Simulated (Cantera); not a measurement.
A Cantera script and what it prints.

```python
import numpy as np
import cantera as ct

gas_names = """
    H HNO HNO2 HNO3 HO2 H2 H2O H2O2 N NH NH2 NH3 NH2OH NO NO2 NO3 N2 N2H2 N2H4 N2O O OH O2 O3 Si SiH
    SiH2 SiH3 SiH4 SiN SiO SiO2 Si2 Si2N Si3
""".split()
cond_names = """
    H2O(s) H2O(L) Si(cr) Si(L) SiO2(Lqz) SiO2(hqz) SiO2(L) Si2N2O(s) Si3N4(a)
""".split()


def load(file, names, dense=False):
    # The tables refer to 1 bar. Condensed volumes are neglected.
    table = {s.name: s for s in ct.Species.list_from_file(file)}
    out = []
    for n in names:
        d = dict(table[n].input_data)
        d["thermo"] = dict(d["thermo"], **{"reference-pressure": 1e5})
        if dense:
            d["equation-of-state"] = {"model": "constant-volume", "density": "1e6 g/cm^3"}
        out.append(ct.Species.from_dict(d))
    return out


gas = ct.Solution(thermo="ideal-gas", species=load("nasa_gas.yaml", gas_names))
cond = {s.name: ct.Solution(thermo="fixed-stoichiometry", species=[s], name=s.name)
        for s in load("nasa_condensed.yaml", cond_names, dense=True)}
atoms = {
    'Si3N4': {'Si': 3, 'N': 4},
    'O2': {'O': 2},
    'H2': {'H': 2},
}
top_T = {'Si2N2O(s)': 2100, 'Si3N4(a)': 2400}  # K; cautious upper limits of use, not melting points


def equilibrate(T, P, feed):
    n = {}
    for name, mol in feed.items():
        for a, k in atoms[name].items():
            n[a] = n.get(a, 0.0) + k * mol
    gas.TPX = T, P, n
    mass = sum(n.values()) * gas.mean_molecular_weight
    gas.equilibrate("TP")
    valid = [c for c in cond.values() if c.min_temp <= T <= top_T.get(c.name, c.max_temp)]
    mix = ct.Mixture([(gas, mass / gas.mean_molecular_weight)] + [(c, 0.0) for c in valid])
    mix.T, mix.P = T, P
    mix.equilibrate("TP", solver="vcs", rtol=1e-11, max_steps=5000)
    return mix


results = []
feed = {'Si3N4': 1, 'O2': 0.0027, 'H2': 2.1}  # mol
P = 170  # Pa
for T in [923, 1023, 1123, 1223, 1323, 1423, 1523, 1623, 1723, 1823, 1923, 2023, 2123, 2223]:
    mix = equilibrate(T, P, feed)
    results.append((T, P, feed, dict(zip(mix.species_names, mix.species_moles))))

top = {s: max(r[3][s] / sum(r[3][g] for g in gas_names) for r in results) for s in gas_names}
cols = sorted((s for s in top if top[s] > 1e-05), key=lambda s: -top[s])[:6]
seen = [c for c in cond_names if any(r[3].get(c, 0) > 1e-12 for r in results)]
print("log10 of partial pressures in bar; condensed amounts in mol")
print(f"{'T/K':>10s}" + "".join(f"{s[:9]:>10s}" for s in cols + seen))
for T, P, feed, n in results:
    ng = sum(n[g] for g in gas_names)
    print(f"{T:10.4g}" + "".join(f"{np.log10(max(n[s] / ng * P / 1e5, 1e-99)):10.3f}" for s in cols)
          + "".join(f"{n.get(c, 0):10.4g}" for c in seen))
```

Result:

```
log10 of partial pressures in bar; condensed amounts in mol
       T/K        H2        N2        Si         H       Si2       SiH    Si(cr)     Si(L) Si2N2O(s)  Si3N4(a)
       923    -2.770    -5.837   -22.088   -10.996   -32.310   -21.298         0         0    0.0054    0.9964
      1023    -2.770    -5.837   -18.233    -9.768   -26.326   -17.866         0         0    0.0054    0.9964
      1123    -2.770    -5.837   -15.070    -8.756   -21.416   -15.050         0         0    0.0054    0.9964
      1223    -2.770    -5.837   -12.428    -7.907   -17.318   -12.700         0         0    0.0054    0.9964
      1323    -2.770    -5.836   -10.191    -7.185   -13.847   -10.710         0         0  0.005393    0.9964
      1423    -2.772    -5.019    -8.816    -6.564   -11.961    -9.550   0.01507         0  0.005251    0.9914
      1523    -2.790    -4.131    -7.744    -6.031   -10.567    -8.673    0.1399         0  0.003459    0.9504
      1623    -2.902    -3.354    -6.806    -5.612    -9.348    -7.954     1.105         0         0    0.6296
      1723    -3.063    -3.083    -6.007    -5.271    -8.332    -7.381         0     2.992         0         0
      1823    -3.067    -3.085    -5.355    -4.897    -7.544    -6.859         0     2.983         0         0
      1923    -3.076    -3.090    -4.770    -4.564    -6.839    -6.395         0     2.949         0         0
      2023    -3.098    -3.105    -4.245    -4.270    -6.206    -5.985         0     2.839         0         0
      2123    -3.151    -3.143    -3.770    -4.021    -5.633    -5.632         0      2.49         0         0
      2223    -3.288    -3.251    -3.337    -3.837    -5.114    -5.355         0     1.253         0         0
```

Equilibrium computed with Cantera from the NASA thermochemical tables; the gas is ideal and each condensed phase is pure. Mutual solubility and eutectic melting of coexisting phases are not modelled. The tables' values for SiN are old estimates; treat these amounts as uncertain. Gases not in the tables: Si2H6 and higher silanes.
